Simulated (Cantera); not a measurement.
A counterflow diffusion flame at 1280 Torr, nozzles 20 mm apart: fuel side CH4 : C2H6 = 1 : 0.12 (molar parts) at 550 K, oxidiser side O2 : N2 = 0.27 : 0.73 (molar parts) at 800 K, fuel mass flux 0.81 times the oxidiser's; mixture-averaged transport, no radiation.

Detailed kinetics in Cantera: GRI-Mech 3.0 (53 species, 325 reactions). GRI-Mech 3.0 has no aromatics or soot, which form on the fuel side of real flames. The maximum strain rate includes the flame's own expansion and is several times the mean.

x: mole fraction; the columns are a selection and need not sum to one.

| oxidiser flux (kg/m²/s) | max strain (1/s) | mean strain (1/s) | T max (K) | peak x OH | peak x H | peak x NO | peak x CO | peak x C2H2 |
|---|---|---|---|---|---|---|---|---|
| 0.42 | 264 | 54.3 | 2552 | 0.0171 | 0.00651 | [?] | 0.106 | 0.0301 |
| 0.66 | 401 | 85.4 | 2517 | 0.0171 | 0.00678 | [?] | 0.102 | 0.0296 |
| 1 | 589 | 129 | 2485 | 0.0173 | 0.00713 | [?] | 0.0986 | 0.0289 |
| 1.6 | 912 | 207 | 2455 | 0.0175 | 0.00760 | [?] | 0.0956 | 0.0280 |
| 2.5 | 1380 | 323 | 2429 | 0.0174 | 0.00803 | [?] | 0.0928 | 0.0268 |
| 3.9 | 2090 | 504 | 2405 | 0.0172 | 0.00841 | [?] | 0.0902 | 0.0254 |
| 6 | 3110 | 776 | 2381 | 0.0169 | 0.00872 | [?] | 0.0880 | 0.0238 |
| 9.3 | 4690 | 1200 | 2351 | 0.0162 | 0.00891 | [?] | 0.0860 | 0.0217 |

### Question
Some entries are withheld; supply them.

### Answer

- 0.42, peak x NO: 0.00135
- 0.66, peak x NO: 0.00102
- 1, peak x NO: 0.000834
- 1.6, peak x NO: 0.000687
- 2.5, peak x NO: 0.000575
- 3.9, peak x NO: 0.000478
- 6, peak x NO: 0.000391
- 9.3, peak x NO: 0.000303
